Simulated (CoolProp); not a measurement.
Properties of oxygen along the isobar 17 MPa (Tc = -118.6 °C, pc = 5.046 MPa, ω = 0.022).

Values from CoolProp's reference Helmholtz-energy equation of state, Schmidt 1985. Above 300 K oxygen's equation is extrapolated.

```json
[
 {"T (°C)": "-124.85", "phase": "liquid", "Z": "0.4969", "cp (kJ/(kg K))": "1.842", "viscosity (µPa s)": "75.1", "conductivity (mW/(m K))": "91.8", "fugacity coefficient": "0.2475"},
 {"T (°C)": "-96.55", "phase": "supercritical", "Z": "0.5348", "cp (kJ/(kg K))": "2.164", "viscosity (µPa s)": "46.4", "conductivity (mW/(m K))": "64.5", "fugacity coefficient": "0.4545"},
 {"T (°C)": "-68.25", "phase": "supercritical", "Z": "0.6621", "cp (kJ/(kg K))": "2.073", "viscosity (µPa s)": "31.3", "conductivity (mW/(m K))": "46.7", "fugacity coefficient": "0.6362"},
 {"T (°C)": "-39.95", "phase": "supercritical", "Z": "0.7918", "cp (kJ/(kg K))": "1.610", "viscosity (µPa s)": "26.3", "conductivity (mW/(m K))": "38.7", "fugacity coefficient": "0.7623"},
 {"T (°C)": "-11.65", "phase": "supercritical", "Z": "0.8766", "cp (kJ/(kg K))": "1.356", "viscosity (µPa s)": "25.3", "conductivity (mW/(m K))": "36.2", "fugacity coefficient": "0.8467"},
 {"T (°C)": "16.65", "phase": "supercritical", "Z": "0.9308", "cp (kJ/(kg K))": "1.226", "viscosity (µPa s)": "25.5", "conductivity (mW/(m K))": "35.8", "fugacity coefficient": "0.9044"},
 {"T (°C)": "44.85", "phase": "supercritical", "Z": "…", "cp (kJ/(kg K))": "…", "viscosity (µPa s)": "26.3", "conductivity (mW/(m K))": "…", "fugacity coefficient": "0.9446"},
 {"T (°C)": "73.15", "phase": "supercritical", "Z": "0.9911", "cp (kJ/(kg K))": "1.108", "viscosity (µPa s)": "…", "conductivity (mW/(m K))": "37.4", "fugacity coefficient": "0.9734"},
 {"T (°C)": "101.45", "phase": "supercritical", "Z": "1.008", "cp (kJ/(kg K))": "1.079", "viscosity (µPa s)": "28.3", "conductivity (mW/(m K))": "38.8", "fugacity coefficient": "0.9941"}
]
```

Q: What belongs in the gaps?

A: 
- 44.85, Z: 0.9665
- 44.85, cp (kJ/(kg K)): 1.152
- 44.85, conductivity (mW/(m K)): 36.3
- 73.15, viscosity (µPa s): 27.2

Viscosity comes from a separate model (Lemmon 2004). Thermal conductivity comes from a separate model (Lemmon 2004).
